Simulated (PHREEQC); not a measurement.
NH3 is added in steps, without added water, to 1 kg of water holding 0.019 mol HCl, 0.0033 mol LiCl and 0.0015 mol MgSO4, at 25 °C. O2 is buffered at 0.21 atm. CO2 from the air is kept out. Solids allowed: Brucite, Epsomite. Others were left out.

Base run: PHREEQC, ion-association model, wateq4f.dat. Each further column changes one thing. The table gives HSO4- (mol/kgw).

```csv
NH3 added (mol),base,Davies equation for every ion,metal-ligand complexes left out,Debye-Hückel limiting law
0,0.000709,0.000696,0.000746,0.000651
0.0045,0.000598,0.000585,0.000632,0.000543
0.0135,0.000286,0.000278,0.000306,0.000253
0.018,5.95e-5,5.77e-5,6.43e-5,5.18e-5
0.027,8.58e-11,8.51e-11,9.33e-11,7.87e-11
0.0315,5.49e-11,5.45e-11,5.98e-11,5.04e-11
0.0405,3.20e-11,3.17e-11,3.48e-11,2.93e-11
0.045,2.64e-11,2.62e-11,2.88e-11,2.42e-11
0.054,1.97e-11,1.95e-11,2.14e-11,1.80e-11
0.0585,1.74e-11,1.73e-11,1.89e-11,1.60e-11
0.0675,1.42e-11,1.41e-11,1.54e-11,1.30e-11
0.072,1.30e-11,1.29e-11,1.41e-11,1.19e-11
```
